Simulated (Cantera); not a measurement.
A freely propagating, adiabatic, planar premixed flame of 31.6 % H2, 14.4 % O2, 54.0 % N2, equivalence ratio 1.1, unburnt at 325 K and 1.01 bar; multicomponent transport, grid criteria slope 0.08 and curve 0.16, no radiation.

Model: the H2/O2 subset of GRI-Mech 3.0, which has no nitrogen chemistry, integrated in Cantera. Burning velocities carry a grid error of a few per cent, more on coarse grids.

Problem. Predict: laminar burning velocity; thermal thickness; peak x(H2O2); peak x(H); peak x(HO2); peak x(O).

Solution. 
```
Property                     Value
------------------------  --------
laminar burning velocity  286 cm/s
thermal thickness         0.346 mm
peak x(H2O2)              0.000119
peak x(H)                   0.0517
peak x(HO2)               0.000507
peak x(O)                  0.00918
```
